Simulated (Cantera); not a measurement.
A closed system holds: 1 mol Cu2O, 0.96 mol CO, 2.3 mol N2.

Cantera equilibrium calculation (NASA polynomials, part measured and part estimated; ideal gas, pure solids and liquids). Candidate condensed phases: C, Cu, CuO, Cu2O; 27 gas species. Each liquid is taken as pure. Mutual solubility and eutectic melting of coexisting phases are not modelled. The numbers say what is thermodynamically allowed, not how fast it happens.

Q: What condenses at these points (T in K, P in Pa): (1675, 10); (1900, 280000); (1600, 130); (1375, 77000); (1525, 460); (1525, 10)?

A: 
| T (K) | P in Pa | condensed phases | Cu condensed (%) |
|---|---|---|---|
| 1675 | 10 | gas only | 0.0 |
| 1900 | 280000 | Cu + Cu2O | 99.9 |
| 1600 | 130 | Cu | 94.8 |
| 1375 | 77000 | Cu + Cu2O | 100.0 |
| 1525 | 460 | Cu | 99.6 |
| 1525 | 10 | Cu | 76.6 |
